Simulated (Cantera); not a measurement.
**Thermodynamics of sublimation and decomposition of ceramics, feed Si3N4 + Si + N2 + C**

A closed system holds: 1 mol Si3N4, 0.13 mol Si, 0.55 mol N2, 0.0085 mol C, at 13300 Pa.

Cantera equilibrium calculation (NASA polynomials, part measured and part estimated; ideal gas, pure solids and liquids). Candidate condensed phases: C, Si, SiC, Si3N4; 20 gas species. Mutual solubility and eutectic melting of coexisting phases are not modelled. The numbers say what is thermodynamically allowed, not how fast it happens.

```
T (°C)  log p N2  log p Si  log p SiN  log p Si2N  log p Si2C  log p CN  log p C2N2  n C(graphite)  n Si3N4(s)  n SiC(s)
------  --------  --------  ---------  ----------  ----------  --------  ----------  -------------  ----------  --------
1225       -0.88    -10.31     -10.63      -12.77        <-12    -10.50       -9.35        0.00850        1.04         0
1275       -0.88     -9.53      -9.95      -11.78      -12.19    -10.03       -9.05              0        1.04   0.00850
1325       -0.88     -8.81      -9.30      -10.86      -11.31     -9.75       -9.08              0        1.04   0.00850
1375       -0.88     -8.12      -8.70       -9.99      -10.48     -9.49       -9.11              0        1.04   0.00850
1425       -0.88     -7.48      -8.13       -9.17       -9.71     -9.24       -9.14              0        1.04   0.00850
1475       -0.88     -6.88      -7.60       -8.41       -8.97     -9.01       -9.16              0        1.04   0.00850
1525       -0.88     -6.31      -7.10       -7.68       -8.29     -8.79       -9.18              0        1.04   0.00850
```
log p: log10 of the partial pressure in bar; n: condensed amount in mol.

At 1225 °C the condensed part is C(graphite) + Si3N4(s). From 1275 °C to 1525 °C the condensed part is SiC(s) + Si3N4(s).
